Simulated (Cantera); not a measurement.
# Catalytic combustion on Pt

An isothermal plug-flow reactor at 775 K and 3.00 bar (inlet), inlet velocity 1.4 m/s, active area per volume 220 1/m; feed 0.442 % H2, 15.8 % O2, 83.1 % N2, 0.642 % H2O.

Computed with Cantera and Deutschmann's 1995 Pt surface mechanism with GRI-Mech 3.0 gas chemistry. Catalytic surfaces can have several steady states; this one follows from the mechanism file's or the stated starting coverage. Mass transfer to the wall is taken as infinitely fast.

```json
[
 {"z (m)": "0.00021", "x H2": "0.00417", "x O2": "0.158", "x H2O": "0.00667", "θ free Pt": "0.0521", "θ O*": "0.944", "θ OH*": "0.00432"},
 {"z (m)": "0.00037", "x H2": "0.00399", "x O2": "0.158", "x H2O": "0.00685", "θ free Pt": "0.0501", "θ O*": "0.946", "θ OH*": "0.00427"},
 {"z (m)": "0.00066", "x H2": "0.00371", "x O2": "0.158", "x H2O": "0.00714", "θ free Pt": "0.0470", "θ O*": "0.949", "θ OH*": "0.00418"},
 {"z (m)": "0.0012", "x H2": "0.00326", "x O2": "0.157", "x H2O": "0.00758", "θ free Pt": "0.0421", "θ O*": "0.954", "θ OH*": "0.00403"},
 {"z (m)": "0.0021", "x H2": "0.00271", "x O2": "0.157", "x H2O": "0.00813", "θ free Pt": "0.0362", "θ O*": "0.960", "θ OH*": "0.00381"},
 {"z (m)": "0.0037", "x H2": "0.00206", "x O2": "0.157", "x H2O": "0.00879", "θ free Pt": "0.0295", "θ O*": "0.967", "θ OH*": "0.00352"},
 {"z (m)": "0.0066", "x H2": "0.00139", "x O2": "0.157", "x H2O": "0.00947", "θ free Pt": "0.0231", "θ O*": "0.974", "θ OH*": "0.00319"},
 {"z (m)": "0.012", "x H2": "0.000778", "x O2": "0.156", "x H2O": "0.0101", "θ free Pt": "0.0181", "θ O*": "0.979", "θ OH*": "0.00288"},
 {"z (m)": "0.021", "x H2": "0.000358", "x O2": "0.156", "x H2O": "0.0105", "θ free Pt": "0.0151", "θ O*": "0.982", "θ OH*": "0.00267"}
]
```
x: gas mole fraction; θ: surface coverage.
